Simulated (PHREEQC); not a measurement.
Solution (20 °C): 8.9 mmol/kgw Li2CO3. Closed to the air; pH follows from the charge balance.

All values are PHREEQC results (ion-association model, phreeqc.dat), not measurements.

Each row changes one thing in this solution. This is a speciation only: nothing precipitates in the calculation.

```json
[
 {"case": "as made", "pH": "11.09", "ionic strength (mol/kgw)": "0.0257"},
 {"case": "Li2CO3 from 0.0089 to 0.0178 mol/kgw", "pH": "11.21", "ionic strength (mol/kgw)": "0.0520"},
 {"case": "Li2CO3 replaced by LiBr at the same molality", "pH": "7.08", "ionic strength (mol/kgw)": "0.00890"},
 {"case": "Li2CO3 replaced by Na2CO3 at the same molality", "pH": "11.07", "ionic strength (mol/kgw)": "0.0238"},
 {"case": "diluted 10-fold with water", "pH": "10.61", "ionic strength (mol/kgw)": "0.00237"},
 {"case": "0.0022 mol/kgw NH3 added", "pH": "11.10", "ionic strength (mol/kgw)": "0.0258"},
 {"case": "0.0037 mol/kgw KCl added", "pH": "11.08", "ionic strength (mol/kgw)": "0.0294"},
 {"case": "Li2CO3 from 0.0089 to 0.00801 mol/kgw", "pH": "11.07", "ionic strength (mol/kgw)": "0.0231"}
]
```

Complexes and solids missing from the database can't appear.
